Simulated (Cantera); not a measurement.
## Ignition delay

Mixture: 12.2 % CH₄, 1.34 % C₂H₆, 18.1 % O₂, 68.1 % N₂, 0.231 % H₂O, at 2250 Torr, adiabatic and at constant volume. Ignition delay is the time to a rise of 400 K.

Computed with Cantera and GRI-Mech 3.0 (53 species, 325 reactions).

```tsv
T0 (K)	delay (ms)
1050	17.7
1125	5.90
1200	2.41
1275	1.10
1350	0.527
1425	0.259
1500	0.131
1575	0.0686
1650	0.0379
```

```
Item                                                    Result
--------------------------------------------------  ----------
apparent activation energy between 1500 and 1650 K  170 kJ/mol
```
